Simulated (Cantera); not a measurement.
Feed: 1 mol Mg(OH)₂, 0.75 mol H₂O, 0.69 mol H₂, equilibrated at 13.3 mbar.

Cantera equilibrium calculation (NASA polynomials, part measured and part estimated; ideal gas, pure solids and liquids). Candidate condensed phases: H₂O, Mg, MgO, Mg(OH)₂; 15 gas species. The numbers say what is thermodynamically allowed, not how fast it happens.

x: gas mole fraction; n: condensed amount in mol.

| T (K) | x H₂O | x H₂ | x H | x OH | x Mg | x O₂ | x O | n MgO(s) |
|---|---|---|---|---|---|---|---|---|
| 623 | 0.717 | 0.283 | <1e-12 | <1e-12 | <1e-12 | <1e-12 | <1e-12 | 1.00 |
| 773 | 0.717 | 0.283 | 4.18e-12 | <1e-12 | <1e-12 | <1e-12 | <1e-12 | 1.00 |
| 923 | 0.717 | 0.283 | 1.13e-9 | 3.32e-12 | <1e-12 | <1e-12 | <1e-12 | 1.00 |
| 1073 | 0.717 | 0.283 | 6.45e-8 | 6.12e-10 | <1e-12 | <1e-12 | <1e-12 | 1.00 |
| 1223 | 0.717 | 0.283 | 1.38e-6 | 3.16e-8 | 4.29e-12 | <1e-12 | <1e-12 | 1.00 |
| 1373 | 0.717 | 0.283 | 1.53e-5 | 6.94e-7 | 8.12e-10 | (withheld) | 3.47e-11 | 1.00 |
| 1523 | 0.717 | 0.283 | 0.000106 | 8.32e-6 | 5.33e-8 | (withheld) | 2.69e-9 | 1.000 |
| 1673 | 0.717 | 0.282 | 0.000524 | 6.40e-5 | 1.62e-6 | (withheld) | 9.60e-8 | 1.000 |
| 1823 | 0.716 | 0.282 | 0.00199 | 0.000352 | 2.77e-5 | (withheld) | 1.91e-6 | 1.000 |
| 1973 | 0.713 | 0.279 | 0.00617 | 0.00150 | 0.000302 | (withheld) | 2.44e-5 | 0.999 |
| 2123 | 0.704 | 0.272 | 0.0162 | 0.00519 | 0.00230 | (withheld) | 0.000219 | 0.994 |

### Question
Fill in the missing entries.

### Answer

- 1373, x O₂: 4.24e-11
- 1523, x O₂: 3.17e-9
- 1673, x O₂: 1.10e-7
- 1823, x O₂: 2.15e-6
- 1973, x O₂: 2.70e-5
- 2123, x O₂: 0.000241
